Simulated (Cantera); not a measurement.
Input: 1 mol SF6, 4.8 mol H2, held at 1425 K and 0.250 bar.

Method: chemical equilibrium by Gibbs-energy minimisation in Cantera with the NASA 1993 tables (ideal gas, pure condensed phases). Candidate condensed phases: S; 24 gas species. Kinetics and transport are ignored.

Base state: HF 0.748, H2 0.155, H2S 0.0687, S2 0.0276, SH 0.000775 (mole fractions); condensed: gas only.

What changes in the equilibrium state with this change: 0.47 mol H2S added?


```json
[
 {"species": "HF", "before": "0.748", "after": "0.697"},
 {"species": "H2", "before": "0.155", "after": "0.172"},
 {"species": "H2S", "before": "0.0687", "after": "0.0909"},
 {"species": "S2", "before": "0.0276", "after": "0.0394"},
 {"species": "SH", "before": "0.000775", "after": "0.000975"}
]
```

What changes in the equilibrium state with this change: temperature from 1425 K to 2850 K?


| species | before | after |
|---|---|---|
| HF | 0.748 | 0.676 |
| H2 | 0.155 | 0.156 |
| H | 5.38e-6 | 0.0769 |
| H2S | 0.0687 | 0.00139 |
| S | 5.41e-6 | 0.0487 |
| SH | 0.000775 | 0.0161 |
| S2 | 0.0276 | 0.0233 |
| F | <1e-9 | 0.00155 |
| SF | 5.03e-9 | 5.90e-5 |
